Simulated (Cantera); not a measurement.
Input: 1 mol CuO, 2 mol CO, 0.37 mol CH₄, equilibrated at 900 K and 1 atm.

Equilibrium computed with Cantera from the NASA thermochemical tables; the gas is ideal and each condensed phase is pure. Candidate condensed phases: C, C₆H₆, C₇H₈, C₈H₁₈, Cu, CuO, Cu(OH)₂, Cu₂O, H₂O; 113 gas species. Equilibrium is a limit: real reactors are often held back by kinetics, nucleation or transport.

Base state: CO₂ 0.427, CO 0.275, H₂ 0.172, H₂O 0.116, CH₄ 0.00937 (mole fractions); condensed: C(graphite) + Cu(s).

### Question
What changes in the equilibrium state with this change: pressure from 1 atm to 2.90 bar?

### Answer
| species | before | after |
|---|---|---|
| CO₂ | 0.427 | 0.505 |
| CO | 0.275 | 0.177 |
| H₂O | 0.116 | 0.167 |
| CH₄ | 0.00937 | 0.0163 |
| H₂ | 0.172 | 0.134 |
| C(graphite), mol | 0.657 | 0.823 |
| Cu(s), mol | 1.00 | 1.00 |
